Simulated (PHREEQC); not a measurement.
# Ultrapure water in contact with air or piping

Synthetic water in mg/kgw, 25 °C, pH 5.5, pe 0.3: Na 0.104; K 0.0122; Ca 0.167; Mg 0.0142; Cl 0.155; S(6) as SO4 0.071; Alkalinity as HCO3 0.501; Ba 0.0257; Mn(2) 0.000946.

Na is adjusted to close the charge balance.
Valence states are taken as typed.

All values are PHREEQC results (ion-association model, phreeqc.dat), not measurements.

This is a speciation only: nothing precipitates in the calculation.

Q: Estimate the ionic strength.

A: ionic strength 2.29e-5 mol/kgw.

Q: In which forms is C present?

A: CO2 88 %, HCO3- 12 % of the C.
